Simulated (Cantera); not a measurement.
A Cantera script and its output.

```python
import numpy as np
import cantera as ct

gas = ct.Solution("SiF4_NH3_mec.yaml", "gas")
gas.TPX = 1525, 2666, {'NH3': 1, 'H2': 0.16}
reactor = ct.IdealGasConstPressureReactor(gas, energy="off", clone=False)
net = ct.ReactorNet([reactor])
net.rtol, net.atol = 1e-08, 1e-18
show = ['NH3', 'H2', 'N2H2', 'H', 'NH2', 'NH', 'N2']
times = np.geomspace(0.0004, 20, 11)

steps = ct.SolutionArray(gas, extra=["t"])
rows = []
print(f"{'t/s':>10s}{'T/K':>9s}{'P/Pa':>11s}" + "".join(f"{s:>11s}" for s in show))
for t in times:
    while net.time < t:
        t_next = net.step()
        steps.append(gas.state, t=t_next)
    rows.append([np.interp(t, steps.t, y) for y in (steps.T, steps.P, *steps(*show).X.T)])
    print(f"{t:10.3e}{rows[-1][0]:9.1f}{rows[-1][1]:11.4g}" + "".join(f"{x:11.3e}" for x in rows[-1][2:]))
rate = np.gradient(steps.T, steps.t)
print("integrator steps:", len(steps.t))
if steps.T.max() > steps.T[0] + 200:
    print(f"time of steepest temperature rise: {steps.t[rate.argmax()]:.4e} s")
gas.TPX = 1525, 2666, {'NH3': 1, 'H2': 0.16}
gas.equilibrate("TP")
print(f"equilibrium (TP): T = {gas.T:.1f} K  " + "  ".join(f"{s} {gas[s].X[0]:.3e}" for s in show))
```

It prints:

```
       t/s      T/K       P/Pa        NH3         H2       N2H2          H        NH2         NH         N2
 4.000e-04   1525.0       2666  8.621e-01  1.379e-01  4.974e-13  1.529e-08  1.955e-07  1.075e-12  1.926e-14
 1.180e-03   1525.0       2666  8.621e-01  1.379e-01  1.133e-11  4.257e-08  5.794e-07  1.289e-11  2.109e-12
 3.482e-03   1525.0       2666  8.621e-01  1.379e-01  2.079e-10  1.230e-07  1.712e-06  1.272e-10  1.483e-10
 1.027e-02   1525.0       2666  8.621e-01  1.379e-01  2.741e-09  3.601e-07  5.047e-06  1.150e-09  6.792e-09
 3.031e-02   1525.0       2666  8.620e-01  1.379e-01  2.825e-08  1.056e-06  1.484e-05  9.964e-09  2.282e-07
 8.944e-02   1525.0       2666  8.620e-01  1.380e-01  2.532e-07  3.022e-06  4.246e-05  7.888e-08  6.692e-06
 2.639e-01   1525.0       2666  8.615e-01  1.383e-01  9.963e-07  5.858e-06  8.199e-05  2.799e-07  1.250e-04
 7.786e-01   1525.0       2666  8.594e-01  1.398e-01  1.082e-06  6.180e-06  8.536e-05  3.031e-07  6.793e-04
 2.297e+00   1525.0       2666  8.533e-01  1.443e-01  1.068e-06  6.392e-06  8.495e-05  3.033e-07  2.319e-03
 6.778e+00   1525.0       2666  8.357e-01  1.572e-01  1.025e-06  7.007e-06  8.374e-05  3.037e-07  7.048e-03
 2.000e+01   1525.0       2666  7.871e-01  1.927e-01  9.152e-07  8.756e-06  8.040e-05  3.030e-07  2.011e-02
integrator steps: 484
equilibrium (TP): T = 1525.0 K  NH3 4.899e-07  H2 7.684e-01  N2H2 2.859e-16  H 1.278e-04  NH2 1.836e-10  NH 2.755e-12  N2 2.315e-01
```

Detailed kinetics in Cantera: the gas-phase N/H chemistry of the illustrative SiF4/NH3 mechanism in the Surface Chemkin manual (1991). Walls and surfaces, which speed up NH3 decomposition in real reactors, are not modelled.
